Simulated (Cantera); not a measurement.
Cantera run:

```python
import numpy as np
import cantera as ct

gas_names = """
    B BCL BCL2 BCL3 BO BOCL BO2 B2 B2O B2O2 B2O3 B3O3CL3 CL CLO CL2 O O2 O3
""".split()
cond_names = """
    B(b) B(L) B2O3(L)
""".split()


# ... load() reads the species with a 1 bar reference pressure and builds the phases ...
atoms = {
    'B2O3': {'B': 2, 'O': 3},
    'Cl2': {'CL': 2},
    'O2': {'O': 2},
}
top_T = {}  # K; cautious upper limits of use, not melting points


# ... equilibrate(T, P, feed) seeds the gas with the atoms and calls Mixture.equilibrate('TP', solver="vcs", rtol=1e-11, max_steps=5000) ...
results = []
feed = {'B2O3': 1, 'Cl2': 0.73, 'O2': 0.96}  # mol
P = 3700  # Pa
for T in [900, 950, 1000, 1050, 1100, 1150, 1200, 1250, 1300, 1350, 1400, 1450, 1500, 1550]:
    mix = equilibrate(T, P, feed)
    results.append((T, P, feed, dict(zip(mix.species_names, mix.species_moles))))

top = {s: max(r[3][s] / sum(r[3][g] for g in gas_names) for r in results) for s in gas_names}
cols = sorted((s for s in top if top[s] > 1e-05), key=lambda s: -top[s])[:5]
seen = [c for c in cond_names if any(r[3].get(c, 0) > 1e-12 for r in results)]
print("log10 of partial pressures in bar; condensed amounts in mol")
print(f"{'T/K':>10s}" + "".join(f"{s[:9]:>10s}" for s in cols + seen))
for T, P, feed, n in results:
    ng = sum(n[g] for g in gas_names)
    print(f"{T:10.4g}" + "".join(f"{np.log10(max(n[s] / ng * P / 1e5, 1e-99)):10.3f}" for s in cols)
          + "".join(f"{n.get(c, 0):10.4g}" for c in seen))
```

Result:

```
log10 of partial pressures in bar; condensed amounts in mol
       T/K        O2       CL2        CL      B2O3      BOCL   B2O3(L)
       900    -1.677    -1.797    -5.029   -13.795   -11.411         1
       950    -1.678    -1.797    -4.651   -12.572   -10.488         1
      1000    -1.678    -1.797    -4.309   -11.475    -9.659         1
      1050    -1.678    -1.798    -4.000   -10.487    -8.911         1
      1100    -1.679    -1.800    -3.720    -9.592    -8.234         1
      1150    -1.679    -1.803    -3.463    -8.779    -7.618         1
      1200    -1.681    -1.808    -3.230    -8.036    -7.056         1
      1250    -1.683    -1.816    -3.016    -7.356    -6.541         1
      1300    -1.686    -1.827    -2.820    -6.730    -6.070         1
      1350    -1.691    -1.843    -2.642    -6.153    -5.636    0.9999
      1400    -1.698    -1.867    -2.480    -5.619    -5.239    0.9997
      1450    -1.706    -1.898    -2.334    -5.124    -4.874    0.9992
      1500    -1.716    -1.941    -2.204    -4.664    -4.540    0.9981
      1550    -1.729    -1.997    -2.090    -4.235    -4.236    0.9952
```

Equilibrium computed with Cantera from the NASA thermochemical tables; the gas is ideal and each condensed phase is pure. The tables' values for BOCl are old estimates; treat these amounts as uncertain.
